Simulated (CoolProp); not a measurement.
Vapour-liquid equilibrium of R22 (1) + c-C4F8 (RC318) (2) at 220 kPa; x and y are mole fractions of (1).

Computed with CoolProp (multi-fluid Helmholtz-energy mixture model, Kamei 1995 and Platzer 1990; pair parameters Bell 2016). This equation is an older, rougher fit; its heat capacities, sound speeds and derivatives of the liquid may be far off and weren't checked against measurements.

| x | bubble temperature, mixture model (K) | bubble temperature, Raoult's law (K) | y, mixture model | y, Raoult's law |
|---|---|---|---|---|
| 0.05 | 285.3 | 284.1 | 0.121 | 0.159 |
| 0.2 | 273.9 | 275.4 | 0.527 | 0.487 |
| 0.35 | 262.6 | 268.6 | 0.765 | 0.682 |
| 0.5 | 256.1 | 263.1 | 0.858 | 0.806 |
| 0.65 | 253.3 | 258.6 | 0.896 | 0.889 |
| 0.8 | 251.9 | 254.7 | 0.920 | 0.947 |
| 0.95 | 250.7 | 251.4 | 0.966 | 0.989 |

The largest gap from Raoult's law is -7.0 K in bubble temperature, at x = 0.5. No azeotrope shows between x = 0.05 and 0.95.

The pair parameters rest on a limited set of measurements; away from them the model extrapolates. The gap from Raoult's law changes sign with composition, which may be real or a fault of the pair parameters; it wasn't checked against measurements.
